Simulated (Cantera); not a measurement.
A Cantera script and what it prints.

```python
import numpy as np
import cantera as ct

gas_names = """
    CL CL2 H HCL H2 Sr SrCL SrCL2
""".split()
cond_names = """
    Sr(a) Sr(b) Sr(L) SrCL2(a) SrCL2(b) SrCL2(L)
""".split()


# ... load() reads the species with a 1 bar reference pressure and builds the phases ...
atoms = {
    'SrCl2': {'Sr': 1, 'CL': 2},
    'H2': {'H': 2},
}
top_T = {}  # K; cautious upper limits of use, not melting points


# ... equilibrate(T, P, feed) seeds the gas with the atoms and calls Mixture.equilibrate('TP', solver="vcs", rtol=1e-11, max_steps=5000) ...
results = []
feed = {'SrCl2': 1, 'H2': 5.5}  # mol
P = 6100  # Pa
for T in [650, 800, 950, 1100, 1250, 1400, 1550, 1700, 1850]:
    mix = equilibrate(T, P, feed)
    results.append((T, P, feed, dict(zip(mix.species_names, mix.species_moles))))

top = {s: max(r[3][s] / sum(r[3][g] for g in gas_names) for r in results) for s in gas_names}
cols = sorted((s for s in top if top[s] > 0.001), key=lambda s: -top[s])[:7]
seen = [c for c in cond_names if any(r[3].get(c, 0) > 1e-12 for r in results)]
print("log10 of partial pressures in bar; condensed amounts in mol")
print(f"{'T/K':>10s}" + "".join(f"{s[:9]:>10s}" for s in cols + seen))
for T, P, feed, n in results:
    ng = sum(n[g] for g in gas_names)
    print(f"{T:10.4g}" + "".join(f"{np.log10(max(n[s] / ng * P / 1e5, 1e-99)):10.3f}" for s in cols)
          + "".join(f"{n.get(c, 0):10.4g}" for c in seen))
```

Output:

```
log10 of partial pressures in bar; condensed amounts in mol
       T/K        H2     SrCL2       HCL      SrCL         H  SrCL2(a)  SrCL2(b)  SrCL2(L)
       650    -1.215   -18.327   -16.954   -19.699   -15.469         1         0         0
       800    -1.215   -13.123   -11.693   -15.916   -12.145         1         0         0
       950    -1.215    -9.614   -10.251   -11.230    -9.862         1         0         0
      1100    -1.215    -7.143    -8.276    -8.832    -8.195         0         1         0
      1250    -1.215    -5.390    -6.795    -7.117    -6.923         0         0    0.9996
      1400    -1.215    -4.069    -5.633    -5.827    -5.921         0         0    0.9921
      1550    -1.222    -3.029    -4.695    -4.818    -5.113         0         0    0.9126
      1700    -1.265    -2.193    -3.935    -4.015    -4.464         0         0     0.341
      1850    -1.290    -2.041    -3.544    -3.639    -3.914         0         0         0
```

Equilibrium computed with Cantera from the NASA thermochemical tables; the gas is ideal and each condensed phase is pure.
